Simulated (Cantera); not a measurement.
Charge: 1 mol CsCl, 0.11 mol H2, 0.075 mol HCl, held at 1925 K and 22.0 Pa.

These are equilibrium values from Cantera (NASA tables, ideal gas, pure condensed phases), not measurements of a reactor. Candidate condensed phases: Cs, CsCl; 9 gas species. The numbers say what is thermodynamically allowed, not how fast it happens.

Base state: CsCl 0.802, H2 0.0774, HCl 0.0699, Cs 0.0203, H 0.0179, Cl 0.0122 (mole fractions); condensed: gas only.

**Question.** What changes in the equilibrium state with this change: pressure from 22.0 Pa to 13.3 mbar?

**Answer.** 
```
species   before     after
-------  -------  --------
CsCl       0.802     0.837
H2        0.0774    0.0904
HCl       0.0699    0.0649
Cs        0.0203   0.00317
H         0.0179   0.00249
Cl        0.0122   0.00134
Cs2Cl2   4.82e-6  0.000318
```
